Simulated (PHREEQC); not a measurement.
Dissolve 0.118 mmol/kgw Li2CO3 at 25 °C. Closed to the air; pH follows from the charge balance.

All values are PHREEQC results (ion-association model, wateq4f.dat), not measurements.

```json
{
 "pH": "9.91",
 "ionic_strength": "0.000270 mol/kgw",
 "total_alkalinity": "0.236 meq/kg"
}
```

| species | molality | activity | log γ |
|---|---|---|---|
| Li+ | 0.000236 | 0.000232 | -0.008 |
| OH- | 8.39e-5 | 8.23e-5 | -0.008 |
| HCO3- | 8.38e-5 | 8.22e-5 | -0.008 |
| CO3-2 | 3.42e-5 | 3.17e-5 | -0.033 |
| CO2 | 2.25e-8 | 2.25e-8 | 0.000 |

Precipitation was switched off in this run. Species that the database lacks are ignored.
